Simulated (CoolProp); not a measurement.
Vapour-liquid equilibrium of methanol (1) + dimethyl carbonate (2) at 471.1 K; x and y are mole fractions of (1).

Computed with CoolProp (multi-fluid Helmholtz-energy mixture model, de Reuck 1993 and Zhou 2011; pair parameters Bell 2016).

Q: Give the bubble pressure and the first vapour's composition at x = 0.125, 0.2, 0.425. Is there an azeotrope?

A: x = 0.125: 1.817 MPa, y = 0.306; x = 0.2: 2.084 MPa, y = 0.414; x = 0.425: 2.751 MPa, y = 0.619. No azeotrope shows between x = 0.05 and 0.95.

Pair parameters are fitted to limited data, so mixtures are less certain than the pure fluids.
